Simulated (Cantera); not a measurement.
Cantera with NASA thermochemical tables; ideal gases at 1 bar, condensed phases pure. Values are per mole of reaction as written; species without (g) are pure solids or liquids, kept so even where they would boil at 1 bar.

Between 373 and 973 K, where is each reaction favourable under standard conditions?
- 3 Cl(g) + 2 Ti4O7 ⇌ TiCl3 + 7 TiO2


- 3 Cl(g) + 2 Ti4O7 ⇌ TiCl3 + 7 TiO2: ΔG° is -740 kJ at 373 K and -494 kJ at 973 K; it stays negative (K > 1). ΔH° is -902 kJ and ΔS° -419 J/K at 973 K.
